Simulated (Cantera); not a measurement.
## Hydrocarbon pyrolysis for carbon deposition

An isothermal, constant-pressure homogeneous reactor starts with CH₄ : N₂ : H₂O = 1 : 2.6 : 0.014 (molar parts), at 1825 K and 20.0 Torr.

Model: GRI-Mech 3.0 (53 species, 325 reactions), integrated in Cantera. GRI-Mech 3.0 stops at C3 and has no aromatics, soot or wall deposition, so with more carbon than oxygen in the feed, carbon stays in small species such as C2H2 where larger ones or solid carbon would form. Radical loss at walls, strong at low pressure, is not modelled.

```
t (s)        x CH₄    x C₂H₂    x C₂H₄     x CH₂     x HCN
--------  --------  --------  --------  --------  --------
3.00e-6      0.277    <1e-12    <1e-12  1.22e-12    <1e-12
2.06e-5      0.277    <1e-12  1.59e-10  1.85e-10    <1e-12
0.000141     0.276  5.63e-10   1.70e-7   8.17e-9    <1e-12
0.000965     0.275   1.87e-6   6.93e-5   3.22e-7  2.15e-11
0.00662      0.229   0.00544    0.0112   6.85e-6   2.76e-8
0.0453      0.0446    0.0891  0.000864   4.28e-6   2.12e-6
0.311      0.00347     0.106   2.68e-5   1.19e-6   1.15e-5
2.13      0.000468     0.106   1.84e-5   2.38e-7   3.65e-5
14.6       7.69e-5     0.106   1.82e-5   4.00e-8   6.46e-5
100        7.50e-5     0.106   1.82e-5   3.90e-8  0.000171
```
x: mole fraction; the columns are a selection and need not sum to one.

Equilibrium at this temperature and pressure: CH₄ 5.60e-5, C₂H₂ 0.0544, C₂H₄ 9.30e-6, CH₂ 2.91e-8, HCN 0.104 (gas phase only).
